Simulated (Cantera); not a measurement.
A freely propagating, adiabatic, planar premixed flame of 30.8 % H₂, 19.3 % O₂, 49.9 % N₂, unburnt at 523 K and 1050 Torr; mixture-averaged transport, grid criteria slope 0.08 and curve 0.16, no radiation.

Computed with Cantera and the H2/O2 subset of GRI-Mech 3.0, which has no nitrogen chemistry. Burning velocities carry a grid error of a few per cent, more on coarse grids.

x: mole fraction of selected species; z is measured from the peak of heat release.

| z (mm) | T (K) | u (m/s) | x H₂ | x O₂ | x H | x HO₂ | x H₂O | x H₂O₂ |
|---|---|---|---|---|---|---|---|---|
| -0.746 | 523 | 6.78 | 0.308 | 0.193 | <1e-8 | <1e-8 | <1e-8 | <1e-8 |
| -0.498 | 523 | 6.78 | 0.308 | 0.193 | <1e-8 | <1e-8 | <1e-8 | <1e-8 |
| -0.373 | 523 | 6.78 | 0.308 | 0.193 | <1e-8 | <1e-8 | <1e-8 | <1e-8 |
| -0.249 | 523 | 6.78 | 0.308 | 0.193 | <1e-8 | 1.84e-7 | 2.24e-7 | <1e-8 |
| -0.124 | 539 | 6.94 | 0.302 | 0.194 | 4.70e-5 | 0.000249 | 0.000518 | 5.24e-6 |
| -0.0622 | 793 | 9.87 | 0.261 | 0.190 | 0.00490 | 0.000394 | 0.0220 | 4.51e-5 |
| 0 | 1287 | 15.4 | 0.150 | 0.147 | 0.0324 | 0.000171 | 0.120 | 1.23e-5 |
| 0.0622 | 1634 | 19.3 | 0.0623 | 0.0847 | 0.0496 | 8.35e-5 | 0.225 | 4.21e-6 |
| 0.124 | ___ | 21.2 | ___ | ___ | ___ | ___ | 0.257 | ___ |
| 0.249 | 1995 | 23.2 | 0.0361 | 0.0577 | 0.0333 | 3.47e-5 | 0.273 | 1.22e-6 |
| 0.498 | 2179 | 25.0 | 0.0311 | 0.0535 | 0.0216 | 2.19e-5 | 0.289 | 7.59e-7 |
| 0.995 | 2349 | 26.6 | 0.0241 | 0.0499 | 0.0123 | 1.39e-5 | 0.306 | 5.66e-7 |
| 1.99 | 2484 | 27.8 | 0.0169 | 0.0473 | 0.00627 | 1.08e-5 | 0.322 | 5.48e-7 |

What belongs in the gaps?


- 0.124, T (K): 1809
- 0.124, x H₂: 0.0416
- 0.124, x O₂: 0.0648
- 0.124, x H: 0.0453
- 0.124, x HO₂: 5.31e-5
- 0.124, x H₂O₂: 2.28e-6
